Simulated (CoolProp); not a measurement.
Vapour-liquid equilibrium of CH2F2 (R32) (1) + R227EA (2) at 189.7 K; x and y are mole fractions of (1).

Model: multi-fluid Helmholtz-energy mixture model, Tillner-Roth 1997 and Lemmon 2016; pair parameters Bell 2016, in CoolProp.

```tsv
x	bubble pressure, mixture model (bar)	bubble pressure, Raoult's law (bar)	y, mixture model	y, Raoult's law
0.05	0.02653	0.02177	0.454	0.335
0.125	0.04353	0.03156	0.692	0.578
0.2	0.05953	0.04135	0.793	0.705
0.275	0.07377	0.05115	0.846	0.784
0.35	0.08592	0.06094	0.879	0.837
0.425	0.09601	0.07074	0.900	0.876
0.5	0.1043	0.08053	0.915	0.905
0.575	0.1113	0.09032	0.927	0.928
0.65	0.1173	0.1001	0.938	0.947
0.725	0.1229	0.1099	0.947	0.962
0.8	0.1285	0.1197	0.958	0.975
0.875	0.1344	0.1295	0.970	0.985
0.95	0.1409	0.1393	0.986	0.995
```

The largest gap from Raoult's law is +44.2 % in bubble pressure, at x = 0.275. No azeotrope shows between x = 0.05 and 0.95.

Pair parameters are fitted to limited data, so mixtures are less certain than the pure fluids.
